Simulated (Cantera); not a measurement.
A closed system holds: 1 mol Si, 2.6 mol H2O, 38 mol CO, equilibrated at 1 atm.

Points: T (K) = 898, 923, 948, 973, 998, 1023, 1048, 1073, 1098, 1123.

Cantera's Mixture.equilibrate('TP', solver="vcs", rtol=1e-11, max_steps=5000) on the NASA tables stopped like this:

```
ERROR: FAILURE its = 5001!

*******************************************************************************
CanteraError thrown by MultiPhase::equilibrate:
VCS solver failed. Return code: -1
*******************************************************************************
```

### Question
What got this run through?

### Answer
This is not unique; one that fits is The failure is numerical, not chemical. The same input converged with solver="gibbs", rtol=1e-10, max_steps=50000, and the result passed a check of the equilibrium conditions:
```
log10 of partial pressures in bar; condensed amounts in mol
       T/K        CO       CO2        H2       H2O       CH4     C(gr) SiO2(hqz)
       898    -0.498    -0.227    -1.246    -1.342    -2.987     15.28         1
       923    -0.395    -0.290    -1.223    -1.429    -3.080     13.86         1
       948    -0.306    -0.369    -1.208    -1.529    -3.182     12.18         1
       973    -0.233    -0.465    -1.200    -1.640    -3.291      10.3         1
       998    -0.175    -0.579    -1.197    -1.761    -3.404     8.334         1
      1023    -0.131    -0.708    -1.196    -1.890    -3.517     6.432         1
      1048    -0.098    -0.849    -1.197    -2.023    -3.628     4.733         1
      1073    -0.074    -1.000    -1.198    -2.158    -3.734     3.326         1
      1098    -0.058    -1.156    -1.199    -2.293    -3.834     2.232         1
      1123    -0.047    -1.313    -1.199    -2.426    -3.930      1.42         1
```

The gas is ideal and each condensed phase is pure.
